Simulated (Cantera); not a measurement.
**Thermodynamics of calcination and drying, feed MgSO4 + H2O + CO2**

Charge: 1 mol MgSO4, 4.3 mol H2O, 4.9 mol CO2, held at 750 Torr.

Equilibrium computed with Cantera from the NASA thermochemical tables; the gas is ideal and each condensed phase is pure. Candidate condensed phases: C, C6H6, C7H8, C8H18, H2O, H2SO4, Mg, MgCO3, MgO, Mg(OH)2, MgS, MgSO4, S; 130 gas species. Mutual solubility and eutectic melting of coexisting phases are not modelled. Kinetics and transport are ignored.

From 725 °C to 950 °C the condensed part is MgO(s) + MgSO4(s). From 1025 °C to 1550 °C the condensed part is MgO(s).

```json
[
 {"T (°C)": "725", "x CO2": "0.532", "x H2O": "0.467", "x SO2": "0.000237", "x O2": "0.000118", "x SO3": "4.77e-6", "n MgO(s)": "0.00222", "n MgSO4(s)": "0.998"},
 {"T (°C)": "800", "x CO2": "0.531", "x H2O": "0.466", "x SO2": "0.00194", "x O2": "0.000968", "x SO3": "4.90e-5", "n MgO(s)": "0.0183", "n MgSO4(s)": "0.982"},
 {"T (°C)": "875", "x CO2": "0.523", "x H2O": "0.459", "x SO2": "0.0119", "x O2": "0.00595", "x SO3": "0.000366", "n MgO(s)": "0.115", "n MgSO4(s)": "0.885"},
 {"T (°C)": "950", "x CO2": "0.485", "x H2O": "0.426", "x SO2": "0.0578", "x O2": "0.0289", "x SO3": "0.00211", "n MgO(s)": "0.605", "n MgSO4(s)": "0.395"},
 {"T (°C)": "1025", "x CO2": "0.458", "x H2O": "0.402", "x SO2": "0.0912", "x O2": "0.0456", "x SO3": "0.00241", "n MgO(s)": "1.00", "n MgSO4(s)": "0"},
 {"T (°C)": "1100", "x CO2": "0.458", "x H2O": "0.402", "x SO2": "0.0920", "x O2": "0.0460", "x SO3": "0.00150", "n MgO(s)": "1.00", "n MgSO4(s)": "0"},
 {"T (°C)": "1175", "x CO2": "0.458", "x H2O": "0.402", "x SO2": "0.0925", "x O2": "0.0462", "x SO3": "0.000979", "n MgO(s)": "1.00", "n MgSO4(s)": "0"},
 {"T (°C)": "1250", "x CO2": "0.458", "x H2O": "0.402", "x SO2": "0.0928", "x O2": "0.0464", "x SO3": "0.000666", "n MgO(s)": "1.000", "n MgSO4(s)": "0"},
 {"T (°C)": "1325", "x CO2": "0.458", "x H2O": "0.402", "x SO2": "0.0930", "x O2": "0.0465", "x SO3": "0.000469", "n MgO(s)": "1.000", "n MgSO4(s)": "0"},
 {"T (°C)": "1400", "x CO2": "0.458", "x H2O": "0.402", "x SO2": "0.0931", "x O2": "0.0465", "x SO3": "0.000341", "n MgO(s)": "1.000", "n MgSO4(s)": "0"},
 {"T (°C)": "1475", "x CO2": "0.458", "x H2O": "0.401", "x SO2": "0.0932", "x O2": "0.0466", "x SO3": "0.000255", "n MgO(s)": "1.000", "n MgSO4(s)": "0"},
 {"T (°C)": "1550", "x CO2": "0.457", "x H2O": "0.401", "x SO2": "0.0932", "x O2": "0.0467", "x SO3": "0.000196", "n MgO(s)": "1.000", "n MgSO4(s)": "0"}
]
```
x: gas mole fraction; n: condensed amount in mol.
